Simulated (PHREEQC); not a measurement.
0.5 mol of Fluorite (CaF2) is brought to equilibrium with 1 kg of water, with rising amounts of K2SO4, at 20 °C. Oxygen alone is held at its pressure in air (log pO2 = -0.68). The system is closed to CO2. Solids allowed: Fluorite, Gypsum, Portlandite. Others were left out.

Base run: PHREEQC, ion-association model, wateq4f.dat. Each further column changes one thing. The table gives dissolved Ca (mol/kgw).

| K2SO4 added (mol) | base | all activity coefficients set to 1 | Davies equation for every ion | database phreeqc.dat |
|---|---|---|---|---|
| 0 | 0.000186 | ___ | 0.000186 | 0.000186 |
| 0.0208 | 0.000317 | 0.000283 | ___ | 0.000313 |
| 0.0417 | 0.000364 | 0.000328 | ___ | 0.000358 |
| 0.0625 | 0.000395 | ___ | 0.000387 | 0.000388 |
| 0.0833 | 0.000418 | 0.000375 | 0.000407 | 0.000410 |
| 0.104 | 0.000436 | 0.000390 | 0.000422 | 0.000428 |
| 0.125 | 0.000452 | 0.000402 | 0.000433 | 0.000443 |
| 0.146 | 0.000465 | 0.000413 | 0.000443 | 0.000456 |
| 0.167 | 0.000476 | 0.000421 | 0.000451 | 0.000467 |
| 0.188 | 0.000486 | 0.000429 | 0.000458 | 0.000476 |
| 0.208 | 0.000494 | 0.000435 | 0.000463 | 0.000485 |
| 0.229 | 0.000502 | 0.000441 | 0.000468 | 0.000492 |
| 0.25 | 0.000509 | ___ | 0.000473 | 0.000499 |

### Question
Complete the blanks.

### Answer

- 0, all activity coefficients set to 1: 0.000177
- 0.0208, Davies equation for every ion: 0.000316
- 0.0417, Davies equation for every ion: 0.000360
- 0.0625, all activity coefficients set to 1: 0.000355
- 0.25, all activity coefficients set to 1: 0.000446

 phreeqc.dat and wateq4f.dat share most of their constants, so their agreement is no independent check. Solids allowed in the column 'database phreeqc.dat': Fluorite, Gypsum.
